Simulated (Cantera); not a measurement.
Charge: 1 mol Cr, 0.12 mol N2O, 12 mol H2.

Method: chemical equilibrium by Gibbs-energy minimisation in Cantera with the NASA 1993 tables (ideal gas, pure condensed phases). Candidate condensed phases: Cr, CrN, Cr2N, Cr2O3, H2O; 29 gas species. Mutual solubility and eutectic melting of coexisting phases are not modelled. Rates play no part.

Stable condensed phases, one row left out:

```
T in K \ P in Pa
            0.10     1.5      22     320    4600   68000 1000000
   2323        A       A       A       A       A       B       B
   2273        A       A       A       A       A       B       B
   2223        A       A       A       A       A       B       B
   2173        A       A       A       A       A       B       B
   2123        A       A       A       A       A       B       B
   2073        A       A       A       A       B       B       B
   2023        A       A       A       A       B       B       B
   1973        A       A       A       A       B       B       B
   1923        A       A       A       A       B       B       B
   1873        A       A       A       C       D       D       D
   1823        A       A       A       D       D       D       D
   1723        A       A       C       D       D       D       D
```

A: gas only; B: Cr; C: Cr2O3; D: Cr + Cr2O3.

Question: Give the row for 1773 K.

Answer: 0.10: gas only; 1.5: gas only; 22: gas only; 320: Cr + Cr2O3; 4600: Cr + Cr2O3; 68000: Cr + Cr2O3; 1000000: Cr + Cr2O3.
